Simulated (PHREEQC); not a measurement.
LiOH is added in steps, without added water, to 1 kg of water holding 130 mmol/kgw NaHS, 2.2 mmol/kgw NaOH and 24 mmol/kgw MnCl2, at 25 °C. No oxygen is let in. CO2 from the air is kept out. Only these solids could form: Pyrochroite, MnS(Green), Halite.

Base run: PHREEQC, ion-association model, wateq4f.dat. Each further column changes one thing. The table gives Mn in solution (mol/kgw).

```csv
LiOH added (mol),base,NaOH from 0.0022 to 0.00022 mol/kgw
0,0.00670,0.00737
0.006625,0.00452,[?]
0.01325,0.00247,[?]
0.01988,0.000543,[?]
0.0265,1.48e-5,[?]
0.03313,1.35e-5,[?]
0.03975,1.25e-5,[?]
0.04637,1.16e-5,1.18e-5
0.053,6.24e-7,[?]
```

### Question
Complete the blanks.

### Answer

- 0.006625, NaOH from 0.0022 to 0.00022 mol/kgw: 0.00516
- 0.01325, NaOH from 0.0022 to 0.00022 mol/kgw: 0.00307
- 0.01988, NaOH from 0.0022 to 0.00022 mol/kgw: 0.00110
- 0.0265, NaOH from 0.0022 to 0.00022 mol/kgw: 1.52e-5
- 0.03313, NaOH from 0.0022 to 0.00022 mol/kgw: 1.39e-5
- 0.03975, NaOH from 0.0022 to 0.00022 mol/kgw: 1.28e-5
- 0.053, NaOH from 0.0022 to 0.00022 mol/kgw: 9.86e-7

The polysulfide entries of wateq4f.dat were taken out for this run.
